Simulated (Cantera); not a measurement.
Feed: 1 mol CaO, 17 mol HBr, 11 mol N2, equilibrated at 1250 °C and 100000 Pa.

Cantera equilibrium calculation (NASA polynomials, part measured and part estimated; ideal gas, pure solids and liquids). Candidate condensed phases: Br2, Ca, CaBr2, CaO, Ca(OH)2, H2O; 34 gas species. Kinetics and transport are ignored.

Base state: HBr 0.530, N2 0.400, H2O 0.0364, Br 0.0128, CaBr2 0.0106, H2 0.00783, Br2 0.00144 (mole fractions); condensed: CaBr2(l).

Problem. What changes in the equilibrium state with this change: temperature from 1250 °C to 900 °C?

Solution. 
```csv
species,before,after
HBr,0.530,0.553
N2,0.400,0.407
H2O,0.0364,0.0370
Br,0.0128,0.000909
CaBr2,0.0106,3.81e-5
H2,0.00783,0.00122
Br2,0.00144,0.000769
"CaBr2(l), mol",0.710,0.999
```

Problem. What changes in the equilibrium state with this change: pressure from 100000 Pa to 22.0 Pa?

Solution. 
```tsv
species	before	after
N2	0.400	0.360
HBr	0.530	0.327
Br	0.0128	0.164
H2	0.00783	0.0820
CaBr2	0.0106	0.0328
H2O	0.0364	0.0328
H	2.05e-6	0.000447
Br2	0.00144	5.22e-5
CaBr2(l), mol	0.710	0
```
